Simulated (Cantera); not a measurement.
## Equilibrium for carbothermic reduction: Fe2O3 + C + H2 + CO

Charge: 1 mol Fe2O3, 1.7 mol C, 0.63 mol H2, 3.3 mol CO, held at 3.30 bar.

Cantera equilibrium calculation (NASA polynomials, part measured and part estimated; ideal gas, pure solids and liquids). Candidate condensed phases: C, C6H6, C7H8, C8H18, Fe, Fe(CO)5, FeO, Fe(OH)2, Fe(OH)3, Fe2O3, Fe3O4, H2O; 114 gas species. Each liquid is taken as pure. Mutual solubility and eutectic melting of coexisting phases are not modelled. The tables' stoichiometric FeO is somewhat more stable than real wüstite, so its field is too wide. FeO: taken at fixed stoichiometry. The numbers say what is thermodynamically allowed, not how fast it happens.

From 1448 K to 1598 K the condensed part is Fe(γ) + FeO(s). From 1673 K to 1748 K the condensed part is Fe(δ) + FeO(l). From 1823 K to 1898 K the condensed part is Fe(l) + FeO(l). The main Fe-bearing gas is Fe(OH)2 at 1448 K and Fe at 1898 K.

| T (K) | log p CO | log p CO2 | log p H2 | log p H2O | log p H | log p Fe | n Fe(γ) | n FeO(s) | n Fe(δ) | n FeO(l) | n Fe(l) |
|---|---|---|---|---|---|---|---|---|---|---|---|
| 1448 | 0.40 | -0.38 | -0.58 | -0.98 | -5.32 | -7.32 | 1.60 | 0.405 | 0 | 0 | 0 |
| 1523 | 0.40 | -0.39 | -0.59 | -0.96 | -4.93 | -6.61 | 1.58 | 0.424 | 0 | 0 | 0 |
| 1598 | 0.41 | -0.41 | -0.60 | -0.94 | -4.57 | -5.98 | 1.56 | 0.441 | 0 | 0 | 0 |
| 1673 | 0.41 | -0.44 | -0.60 | -0.93 | -4.24 | -5.40 | 0 | 0 | 1.53 | 0.472 | 0 |
| 1748 | 0.41 | -0.48 | -0.60 | -0.93 | -3.94 | -4.87 | 0 | 0 | 1.47 | 0.533 | 0 |
| 1823 | 0.42 | -0.51 | -0.60 | -0.94 | -3.66 | -4.39 | 0 | 0 | 0 | 0.581 | 1.42 |
| 1898 | 0.42 | -0.54 | -0.60 | -0.93 | -3.41 | -3.96 | 0 | 0 | 0 | 0.606 | 1.39 |
log p: log10 of the partial pressure in bar; n: condensed amount in mol.
